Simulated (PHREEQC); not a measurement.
PHREEQC input (ion-association model, wateq4f.dat):

```
SOLUTION_MASTER_SPECIES
  An  An-  0  An  62.0  # stands for a non-complexing anion
SOLUTION_SPECIES
  An- = An-
    -log_k 0
    -gamma 3.0 0
PHASES
  Fix_H+
    H+ = H+
    -log_k 0
SOLUTION 1
  temp 25
  units mmol/kgw
  pH 7 charge
  Cl 0.26
  Mg 0.13
  Na 50
  An 50
END
SELECTED_OUTPUT 1
  -reset false
  -pH true
  -pe true
  -ionic_strength true
  -water true
  -totals Cl Mg Na
  -molalities Hfo_wOH Hfo_wOH2+ Hfo_wO- Hfo_sOH Hfo_sOH2+ Hfo_sO- Hfo_wOMg+
  -saturation_indices Brucite Halite
USER_PUNCH 1
  -headings sigma psi
  10 PUNCH EDL("sigma", "Hfo"), EDL("psi", "Hfo")
PRINT
  -reset false
USE solution 1
SURFACE 1
  Hfo_wOH 8.31461e-05 600 0.037
  Hfo_sOH 2.07865e-06
EQUILIBRIUM_PHASES 1
  Fix_H+ -4 HAn 10
    -force_equality true
  O2(g) -0.68 10
END
# ... the last block is repeated for the other 12 points of pH, with NaOH or the acid as the point needs
```

Selected output (columns that matter, 13 of 13 rows; pH added in front):

```
pH	mu	Mg	Na	m_Hfo_wOH	m_Hfo_wOH2+	m_Hfo_wO-	m_Hfo_sOH	m_Hfo_sOH2+	m_Hfo_sO-	m_Hfo_wOMg+	si_Brucite	si_Halite	sigma	psi
4	0.050541	0.00013	0.05	1.6933e-05	6.6114e-05	9.9349e-08	4.2332e-07	1.6528e-06	2.4837e-09	5.3479e-13	-13.044	-6.6431	0.29411	0.15963
4.5	0.050454	0.00013	0.05	2.8868e-05	5.3924e-05	3.5404e-07	7.217e-07	1.3481e-06	8.851e-09	4.3637e-12	-12.043	-6.643	0.23867	0.14899
5	0.050423	0.00013	0.05	4.0683e-05	4.155e-05	9.1257e-07	1.0171e-06	1.0387e-06	2.2814e-08	3.3628e-11	-11.043	-6.643	0.18105	0.13493
5.5	0.050409	0.00013	0.05	5.0215e-05	3.1072e-05	1.8591e-06	1.2554e-06	7.768e-07	4.6477e-08	2.515e-10	-10.043	-6.643	0.13015	0.11822
6	0.050401	0.00013	0.05	5.6776e-05	2.3182e-05	3.1855e-06	1.4194e-06	5.7957e-07	7.9638e-08	1.8764e-09	-9.0433	-6.643	0.089099	0.099323
6.5	0.050397	0.00012999	0.05	6.067e-05	1.7697e-05	4.7647e-06	1.517e-06	4.4251e-07	1.1914e-07	1.4323e-08	-8.0433	-6.6429	0.05768	0.078386
7	0.050394	0.00012989	0.05	6.2609e-05	1.4017e-05	6.4066e-06	1.5674e-06	3.509e-07	1.6038e-07	1.1336e-07	-7.0437	-6.6429	0.0344	0.055606
7.5	0.050389	0.0001291	0.05	6.295e-05	1.1172e-05	8.1257e-06	1.5909e-06	2.8235e-07	2.0536e-07	8.9805e-07	-6.0463	-6.6429	0.017479	0.031995
8	0.050385	0.00012444	0.050011	5.9216e-05	7.1815e-06	1.1186e-05	1.5865e-06	1.9241e-07	2.9969e-07	5.5634e-06	-5.0624	-6.6428	0.0063113	0.012199
8.5	0.050376	0.00011282	0.050038	4.4762e-05	2.4476e-06	1.8753e-05	1.4106e-06	7.713e-08	5.9096e-07	1.7184e-05	-4.1051	-6.6426	0.0015825	0.0030861
9	0.050373	0.00010052	0.050071	2.4368e-05	4.7187e-07	2.8829e-05	9.438e-07	1.8276e-08	1.1166e-06	2.9477e-05	-3.1558	-6.6423	9.112e-05	0.00017781
9.5	0.050391	9.2783e-05	0.050114	1.0066e-05	6.4846e-08	3.5798e-05	4.5558e-07	2.9348e-09	1.6201e-06	3.7217e-05	-2.1926	-6.6419	-0.00057661	-0.0011249
10	0.050471	8.9371e-05	0.050206	3.5606e-06	7.4566e-09	3.8949e-05	1.7408e-07	3.6455e-10	1.9042e-06	4.0629e-05	-1.2152	-6.6413	-0.00094156	-0.0018352
```

Species that the database lacks are ignored.
